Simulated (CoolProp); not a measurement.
C3F8 (R218) at 307.09 K and 2.43 MPa flows at 1.4 m/s in a round tube of 10 mm bore and 45 µm roughness, fully developed (64/Re and Nu = 3.66 if laminar; Colebrook and Gnielinski if turbulent). Each further row changes one setting.

Values from CoolProp's reference Helmholtz-energy equation of state, Lemmon 2006. It is a short technical equation, of lower accuracy than the large ones.

```json
[
 {"case": "as stated", "Reynolds number": "116000", "Darcy friction factor": "0.0303", "pressure drop (Pa/m)": "3850", "heat-transfer coefficient (W/(m² K))": "___", "mass flow (kg/h)": "513"},
 {"case": "velocity 2.8 m/s", "Reynolds number": "233000", "Darcy friction factor": "0.0299", "pressure drop (Pa/m)": "___", "heat-transfer coefficient (W/(m² K))": "7170", "mass flow (kg/h)": "1030"},
 {"case": "diameter 20 mm", "Reynolds number": "233000", "Darcy friction factor": "___", "pressure drop (Pa/m)": "1580", "heat-transfer coefficient (W/(m² K))": "3140", "mass flow (kg/h)": "2050"}
]
```

Task: What belongs in the gaps?

Result: 
- as stated, heat-transfer coefficient (W/(m² K)): 3600
- velocity 2.8 m/s, pressure drop (Pa/m): 15200
- diameter 20 mm, Darcy friction factor: 0.0249

Viscosity comes from a separate model (Huber 2003), an estimate that may be off by 10 % or more. Thermal conductivity comes from a separate model (Huber 2003), an estimate that may be off by 10 % or more.
